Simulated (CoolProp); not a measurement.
Computed with CoolProp (reference Helmholtz-energy equation of state, Lemmon 2004). It is a short technical equation, of lower accuracy than the large ones.

Q: Give the vapour pressure (bar), enthalpy of vaporisation (kJ/kg), vapour Z, surface tension (mN/m) of saturated n-dodecane at 376.2, 566.8 K.

A: 
```
T (K)  p (bar)  enthalpy of vaporisation (kJ/kg)  vapour Z  surface tension (mN/m)
-----  -------  --------------------------------  --------  ----------------------
376.2   0.0234                               319     0.996                    18.2
566.8     4.76                               198     0.782                    4.76
```

Surface tension comes from a separate correlation (Mulero 2012).
